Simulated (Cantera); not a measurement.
A closed system holds: 1 mol Fe3O4, 7.5 mol C, 0.3 mol CO, at 940000 Pa.

Method: chemical equilibrium by Gibbs-energy minimisation in Cantera with the NASA 1993 tables (ideal gas, pure condensed phases). Candidate condensed phases: C, Fe, Fe(CO)5, FeO, Fe2O3, Fe3O4; 15 gas species. Iron dissolves carbon and melts from about 1420 K in contact with it, which pure phases cannot show. Condensed phases not in the tables: cementite and carbon dissolved in iron. Rates play no part.

Over these rows the condensed part is C(graphite) + Fe(l). Partial pressures as log10 of bar:

```csv
T (K),1000/T (1/K),log p CO2,log p CO
1825,0.5479,-2.25,0.97
1975,0.5063,-2.59,0.97
2125,0.4706,-2.89,0.97
2275,0.4396,-3.14,0.97
2425,0.4124,-3.36,0.97
2575,0.3883,?,0.97
```

Question: Fit log p(CO2) = a + b·(1000/T) to the five rows, give the apparent enthalpy, and predict the row at 2575 K.

Answer: Means: 1000/T = 0.4754, log p = -2.846. Sxy = 0.094239, Sxx = 0.0114847, so b = 8.21 and a = -2.846 − (8.21)×0.4754 = -6.75.
Apparent enthalpy: −19.145 × (8.21) = -157 kJ/mol. With the condensed phases at unit activity, 2 CO(g) = CO2(g) + C(graphite) links this pressure to the main gases: over the six rows their terms move log p by +0.00 in all, so the slope is close to that reaction's ΔH°. The five rows lie within 0.01 of the line.
Prediction at 2575 K: -6.75 + (8.21)×0.3883 = -3.56. The computed value is -3.56, 0.00 from the line.
